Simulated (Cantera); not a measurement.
**Thermodynamics of silicon carbide growth, feed SiCl4 + CH4 + H2**

Charge: 1 mol SiCl4, 0.021 mol CH4, 7.4 mol H2, equilibrated at 100000 Pa.

These are equilibrium values from Cantera (NASA tables, ideal gas, pure condensed phases), not measurements of a reactor. Candidate condensed phases: C, C6H6, C7H8, C8H18, Si, SiC; 109 gas species. The tables' values for SiCl3, SiCl are old estimates; treat these amounts as uncertain. Gases not in the tables: Si2H6 and higher silanes. Equilibrium is a limit: real reactors are often held back by kinetics, nucleation or transport.

From 750 °C to 1550 °C the condensed part is SiC(s). The main Si-bearing gas is SiCl4 at 750 °C and SiCl2 at 1550 °C.

```json
[
 {"T (°C)": "750", "log p H2": "-0.07", "log p HCl": "-1.51", "log p SiCl4": "-1.03", "log p SiCl2": "-4.16", "log p SiHCl3": "-1.66", "log p SiCl3": "-3.26", "n SiC(s)": "0.0147"},
 {"T (°C)": "850", "log p H2": "-0.08", "log p HCl": "-1.36", "log p SiCl4": "-1.08", "log p SiCl2": "-3.16", "log p SiHCl3": "-1.55", "log p SiCl3": "-2.67", "n SiC(s)": "0.0198"},
 {"T (°C)": "950", "log p H2": "-0.08", "log p HCl": "-1.23", "log p SiCl4": "-1.14", "log p SiCl2": "-2.38", "log p SiHCl3": "-1.51", "log p SiCl3": "-2.21", "n SiC(s)": "0.0206"},
 {"T (°C)": "1050", "log p H2": "-0.09", "log p HCl": "-1.08", "log p SiCl4": "-1.25", "log p SiCl2": "-1.84", "log p SiHCl3": "-1.56", "log p SiCl3": "-1.91", "n SiC(s)": "0.0208"},
 {"T (°C)": "1150", "log p H2": "-0.11", "log p HCl": "-0.94", "log p SiCl4": "-1.41", "log p SiCl2": "-1.49", "log p SiHCl3": "-1.69", "log p SiCl3": "-1.75", "n SiC(s)": "0.0208"},
 {"T (°C)": "1250", "log p H2": "-0.13", "log p HCl": "-0.82", "log p SiCl4": "-1.65", "log p SiCl2": "-1.28", "log p SiHCl3": "-1.91", "log p SiCl3": "-1.70", "n SiC(s)": "0.0208"},
 {"T (°C)": "1350", "log p H2": "-0.14", "log p HCl": "-0.75", "log p SiCl4": "-1.98", "log p SiCl2": "-1.15", "log p SiHCl3": "-2.18", "log p SiCl3": "-1.75", "n SiC(s)": "0.0208"},
 {"T (°C)": "1450", "log p H2": "-0.15", "log p HCl": "-0.71", "log p SiCl4": "-2.36", "log p SiCl2": "-1.08", "log p SiHCl3": "-2.49", "log p SiCl3": "-1.86", "n SiC(s)": "0.0208"},
 {"T (°C)": "1550", "log p H2": "-0.16", "log p HCl": "-0.69", "log p SiCl4": "-2.76", "log p SiCl2": "-1.04", "log p SiHCl3": "-2.80", "log p SiCl3": "-1.99", "n SiC(s)": "0.0208"}
]
```
log p: log10 of the partial pressure in bar; n: condensed amount in mol.
